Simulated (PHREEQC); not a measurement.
Solution (71 °C): 0.25 mmol/kgw PbCl2. Closed to the air; pH follows from the charge balance.

Equilibrium calculation in PHREEQC: ion-association model, phreeqc.dat.

No solid was allowed to form.

Problem. Order these Pb species by the share of Pb that they hold, largest first: Pb+2, PbOH+, PbCl+.

Solution. Pb+2 (95 %), PbCl+ (4.3 %), PbOH+ (0.81 %)

The pH is 5.69 and the ionic strength 0.000726 mol/kgw. Examples of supersaturated solids here: Pb(OH)2. Others may be too. At this temperature some constants are extrapolated from 25 °C, and those without enthalpy data are left unchanged.
